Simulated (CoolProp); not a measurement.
Vapour-liquid equilibrium of diethyl ether (1) + n-hexane (2) at 367 K; x and y are mole fractions of (1).

The numbers come from the multi-fluid Helmholtz-energy mixture model, Thol 2014 and Thol 2019; pair parameters Bell 2016 in CoolProp.

```
x      bubble pressure (MPa)  y at the bubble point  dew pressure at overall composition x (MPa)  liquid density (mol/L)
-----  ---------------------  ---------------------  -------------------------------------------  ----------------------
0.05                  0.2321                  0.133                                       0.2177                   6.878
0.125                 0.2634                  0.284                                       0.2307                   6.971
0.2                   0.2925                  0.400                                       0.2451                   7.067
0.275                 0.3202                  0.494                                       0.2612                   7.167
0.35                  0.3467                  0.572                                       0.2793                   7.271
0.425                 0.3724                  0.640                                       0.2995                   7.378
0.5                   0.3977                  0.700                                       0.3222                   7.490
0.575                 0.4228                  0.755                                       0.3478                   7.605
0.65                     [?]                  0.805                                          [?]                   7.725
0.725                 0.4728                  0.851                                          [?]                     [?]
0.8                      [?]                  0.895                                          [?]                   7.978
0.875                 0.5237                    [?]                                       0.4862                   8.112
0.95                  0.5495                  0.975                                       0.5325                   8.250
```

### Question
Complete the blanks.

### Answer

- 0.65, bubble pressure (MPa): 0.4478
- 0.65, dew pressure at overall composition x (MPa): 0.3765
- 0.725, dew pressure at overall composition x (MPa): 0.4089
- 0.725, liquid density (mol/L): 7.850
- 0.8, bubble pressure (MPa): 0.4981
- 0.8, dew pressure at overall composition x (MPa): 0.4452
- 0.875, y at the bubble point: 0.936

No azeotrope shows between x = 0.05 and 0.95.

The pair parameters rest on a limited set of measurements; away from them the model extrapolates.
